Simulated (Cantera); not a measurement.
An isothermal, constant-pressure homogeneous reactor starts with NH3 : H2 = 1 : 15 (molar parts), at 1850 K and 0.0380 bar. Integrator tolerance rtol = 1e-08.

Detailed kinetics in Cantera: the gas-phase N/H chemistry of the illustrative SiF4/NH3 mechanism in the Surface Chemkin manual (1991). Walls and surfaces, which speed up NH3 decomposition in real reactors, are not modelled.

Task: What does this change do: pressure from 0.0380 bar to 0.133 bar?

Result: 
```
quantity                                             before                                     after
-----------------  ----------------------------------------  ----------------------------------------
x(NH3) at 3.00 s     0.0359 (gas-phase equilibrium 1.62e-7)    0.0157 (gas-phase equilibrium 5.71e-7)
x(H2) at 3.00 s         0.951 (gas-phase equilibrium 0.968)       0.961 (gas-phase equilibrium 0.969)
x(H) at 3.00 s     0.000706 (gas-phase equilibrium 0.00274)  0.000831 (gas-phase equilibrium 0.00146)
x(N2H4) at 3.00 s   3.50e-10 (gas-phase equilibrium <1e-12)   3.16e-10 (gas-phase equilibrium <1e-12)
x(N2H2) at 3.00 s    7.49e-8 (gas-phase equilibrium <1e-12)    2.09e-8 (gas-phase equilibrium <1e-12)
x(N2) at 3.00 s       0.0125 (gas-phase equilibrium 0.0294)     0.0220 (gas-phase equilibrium 0.0294)
x(NH2) at 3.00 s    7.30e-5 (gas-phase equilibrium 1.26e-9)   3.71e-5 (gas-phase equilibrium 2.36e-9)
```

Task: What does this change do: temperature 1850 to 2300 K?

Result: 
| quantity | before | after |
|---|---|---|
| x(NH3) at 3.00 s | 0.0359 (gas-phase equilibrium 1.62e-7) | 1.84e-7 (gas-phase equilibrium 7.47e-8) |
| x(H2) at 3.00 s | 0.951 (gas-phase equilibrium 0.968) | 0.923 (gas-phase equilibrium 0.923) |
| x(H) at 3.00 s | 0.000706 (gas-phase equilibrium 0.00274) | 0.0480 (gas-phase equilibrium 0.0480) |
| x(N2H4) at 3.00 s | 3.50e-10 (gas-phase equilibrium <1e-12) | <1e-12 (gas-phase equilibrium <1e-12) |
| x(N2H2) at 3.00 s | 7.49e-8 (gas-phase equilibrium <1e-12) | <1e-12 (gas-phase equilibrium <1e-12) |
| x(N2) at 3.00 s | 0.0125 (gas-phase equilibrium 0.0294) | 0.0287 (gas-phase equilibrium 0.0287) |
| x(NH2) at 3.00 s | 7.30e-5 (gas-phase equilibrium 1.26e-9) | 3.03e-8 (gas-phase equilibrium 1.23e-8) |

Task: What does this change do: pressure from 0.0380 bar to 0.590 bar?

Result: 
```json
[
 {"quantity": "x(NH3) at 3.00 s", "before": "0.0359 (gas-phase equilibrium 1.62e-7)", "after": "0.00654 (gas-phase equilibrium 2.53e-6)"},
 {"quantity": "x(H2) at 3.00 s", "before": "0.951 (gas-phase equilibrium 0.968)", "after": "0.966 (gas-phase equilibrium 0.970)"},
 {"quantity": "x(H) at 3.00 s", "before": "0.000706 (gas-phase equilibrium 0.00274)", "after": "0.000658 (gas-phase equilibrium 0.000695)"},
 {"quantity": "x(N2H4) at 3.00 s", "before": "3.50e-10 (gas-phase equilibrium <1e-12)", "after": "1.51e-10 (gas-phase equilibrium <1e-12)"},
 {"quantity": "x(N2H2) at 3.00 s", "before": "7.49e-8 (gas-phase equilibrium <1e-12)", "after": "1.98e-9 (gas-phase equilibrium <1e-12)"},
 {"quantity": "x(N2) at 3.00 s", "before": "0.0125 (gas-phase equilibrium 0.0294)", "after": "0.0263 (gas-phase equilibrium 0.0294)"},
 {"quantity": "x(NH2) at 3.00 s", "before": "7.30e-5 (gas-phase equilibrium 1.26e-9)", "after": "1.22e-5 (gas-phase equilibrium 4.97e-9)"}
]
```
